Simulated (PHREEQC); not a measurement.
0.045 g of hydrous ferric oxide (600 m²/g; 0.2 weak and 0.005 strong sites per Fe, Dzombak-Morel constants, diffuse double layer) in 1 kg of water with 0.1 mol/kgw of an inert sodium salt and 0.074 mmol/kgw CuSO4 and 0.24 mmol/kgw H3BO3, at 25 °C; the pH is set by adding NaOH or the inert anion's acid. Oxygen alone is held at its pressure in air (log pO2 = -0.68). CO2 from the air is kept out. Precipitation was switched off in this run.

Base run: PHREEQC, ion-association model, wateq4f.dat. Each further column changes one thing. The table gives Cu sorbed (%).

```csv
pH,base,no electrostatic term (-no_edl),background salt from 0.1 to 0.01 mol/kgw,oxide from 0.045 to 0.22 g/kgw,0.0002 mol/kgw SrCl2 added
4,0.4,0.4,0.6,…,0.4
4.5,2.3,2.6,2.9,10.4,2.3
5,7.6,10.1,9.3,30.8,7.6
6,55.9,78.5,58.2,93.3,55.8
6.5,74.6,95.6,73.2,98.8,74.6
7,81.2,98.9,76.3,99.7,81.2
7.5,77.5,99.0,70.4,…,77.5
8.5,65.4,93.9,…,…,65.4
9,61.4,80.5,59.7,99.5,…
9.5,58.1,48.8,58.6,…,56.7
10,54.6,15.3,…,99.0,45.6
11,43.2,0.8,52.7,96.0,5.3
11.5,33.7,0.1,47.3,89.3,0.9
12,20.6,0.0,36.4,68.6,0.2
```

Complete the blanks.


- 4, oxide from 0.045 to 0.22 g/kgw: 1.9
- 7.5, oxide from 0.045 to 0.22 g/kgw: 99.8
- 8.5, background salt from 0.1 to 0.01 mol/kgw: 61.2
- 8.5, oxide from 0.045 to 0.22 g/kgw: 99.6
- 9, 0.0002 mol/kgw SrCl2 added: 61.3
- 9.5, oxide from 0.045 to 0.22 g/kgw: 99.3
- 10, background salt from 0.1 to 0.01 mol/kgw: 57.3

In at least one series the solution becomes supersaturated in solids that the run did not let form, among them Cu(OH)2, Brochantite. The database's constant for dissolved Cu(OH)2 is higher than later reviews accept.
